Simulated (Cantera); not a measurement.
**Adiabatic ignition**

An adiabatic, constant-volume homogeneous reactor starts with 45.3 % H2, 10.8 % O2, 40.6 % N2, 3.35 % H2O, at 1523 K and 900 Torr.

Cantera simulation using GRI-Mech 3.0 (53 species, 325 reactions); the numbers are that mechanism's predictions, not measurements.

```csv
t (s),T (K),P (bar),x H2,x O2,x H2O,x H,x HO2,x NO
3.00e-6,1523,1.20,0.453,0.108,0.0335,1.08e-5,1.79e-6,<1e-12
1.12e-5,1698,1.33,0.296,0.0467,0.144,0.0929,3.52e-5,3.11e-7
4.20e-5,2727,2.00,0.238,0.00113,0.246,0.0608,1.34e-6,7.04e-5
0.000157,2914,2.11,0.247,0.000568,0.255,0.0416,8.23e-7,0.000443
0.000587,2911,2.11,0.248,0.000547,0.254,0.0412,7.94e-7,0.00132
0.00219,2910,2.11,0.248,0.000540,0.254,0.0410,7.84e-7,0.00162
0.00820,2910,2.11,0.248,0.000540,0.254,0.0410,7.84e-7,0.00162
0.0307,2910,2.11,0.248,0.000540,0.254,0.0410,7.84e-7,0.00162
0.115,2910,2.11,0.248,0.000540,0.254,0.0410,7.84e-7,0.00162
0.429,2910,2.11,0.248,0.000540,0.254,0.0410,7.84e-7,0.00162
1.60,2910,2.11,0.248,0.000540,0.254,0.0410,7.84e-7,0.00162
6.00,2910,2.11,0.248,0.000540,0.254,0.0410,7.84e-7,0.00162
```
x: mole fraction; the columns are a selection and need not sum to one.

| Property | Result |
|---|---|
| time of steepest temperature rise | 11.5 µs |
| temperature at 6.00 s | 2910 K |
| equilibrium temperature | 2910 K |
| x(H2) at 6.00 s | 0.248 (gas-phase equilibrium 0.248) |
| x(O2) at 6.00 s | 0.000540 (gas-phase equilibrium 0.000540) |
| x(H2O) at 6.00 s | 0.254 (gas-phase equilibrium 0.254) |
